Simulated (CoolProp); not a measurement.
Vapour pressure (MPa) of fluorine: the reference equation beside estimates from Tc = 144.4 K, pc = 5.240 MPa, ω = 0.045. Clausius-Clapeyron is anchored at 90.9 K with a constant enthalpy of vaporisation of 6.406 kJ/mol.

Model: reference Helmholtz-energy equation of state, de Reuck 1990, in CoolProp.

```
T (K)  reference  Lee-Kesler  Clausius-Clapeyron  Redlich-Kwong  Soave-Redlich-Kwong  Peng-Robinson
-----  ---------  ----------  ------------------  -------------  -------------------  -------------
82.5     0.07503     0.07655             0.07986        0.06286              0.07586        0.07881
84.6     0.09635     0.09819              0.1007        0.08307              0.09742         0.1006
86.7      0.1221      0.1243              0.1255         0.1080               0.1235         0.1269
88.8      0.1529      0.1555              0.1549         0.1382               0.1546         0.1582
90.9      0.1893      0.1924              0.1893         0.1744               0.1914         0.1950
93        0.2319      0.2356              0.2292         0.2173               0.2346         0.2381
95.2      0.2840      0.2883              0.2776         0.2702               0.2874         0.2906
97.3      0.3414      0.3463              0.3306         0.3290               0.3456         0.3484
99.4      0.4071      0.4127              0.3908         0.3967               0.4122         0.4145
101.5     0.4817      0.4879              0.4587         0.4740               0.4879         0.4894
103.6     0.5660      0.5728              0.5351         0.5616               0.5734         0.5740
105.7     0.6605      0.6679              0.6203         0.6602               0.6695         0.6689
107.8     0.7660      0.7740              0.7149         0.7705               0.7769         0.7749
```

Absolute difference from the reference over all 13 rows, mean and median: Lee-Kesler 1.5 and 1.5 %, Clausius-Clapeyron 3.7 and 4.0 %, Redlich-Kwong 6.1 and 4.9 %, Soave-Redlich-Kwong 1.2 and 1.2 %, Peng-Robinson 2.6 and 2.3 %.
